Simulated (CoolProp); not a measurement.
R141b along the isotherm 500 K: density (kg/m³) from the reference equation and from simpler models built on Tc = 477.5 K, pc = 4.212 MPa, ω = 0.220; each cubic takes its own stable root.

The numbers come from the reference Helmholtz-energy equation of state, Lemmon 2006 in CoolProp. It is a short technical equation, of lower accuracy than the large ones.

```json
[
 {"p (MPa)": "0.0333", "phase": "gas", "reference": "0.9389"},
 {"p (MPa)": "0.0489", "phase": "gas", "reference": "1.380"},
 {"p (MPa)": "0.0717", "phase": "gas", "reference": "2.027"},
 {"p (MPa)": "0.105", "phase": "gas", "reference": "2.975"},
 {"p (MPa)": "0.155", "phase": "gas", "reference": "4.406"},
 {"p (MPa)": "0.227", "phase": "gas", "reference": "6.484"},
 {"p (MPa)": "0.333", "phase": "gas", "reference": "9.583"},
 {"p (MPa)": "0.489", "phase": "gas", "reference": "14.23"},
 {"p (MPa)": "0.717", "phase": "gas", "reference": "21.22"},
 {"p (MPa)": "1.05", "phase": "gas", "reference": "31.89"},
 {"p (MPa)": "1.55", "phase": "gas", "reference": "49.12"},
 {"p (MPa)": "2.27", "phase": "gas", "reference": "77.23"},
 {"p (MPa)": "3.33", "phase": "gas", "reference": "129.8"},
 {"p (MPa)": "4.89", "phase": "supercritical", "reference": "277.5"},
 {"p (MPa)": "7.17", "phase": "supercritical", "reference": "653.9"},
 {"p (MPa)": "10.5", "phase": "supercritical", "reference": "768.0"}
]
```

### Question
How far does each simpler model (van der Waals, Soave-Redlich-Kwong) lie from the reference over these 16 states: mean and median of the absolute difference, and the worst?

### Answer
- van der Waals: mean 3.7 %, median 0.2 %, worst -25.0 % at 500 K and 10.5 MPa
- Soave-Redlich-Kwong: mean 2.1 %, median 0.2 %, worst -15.6 % at 500 K and 7.17 MPa
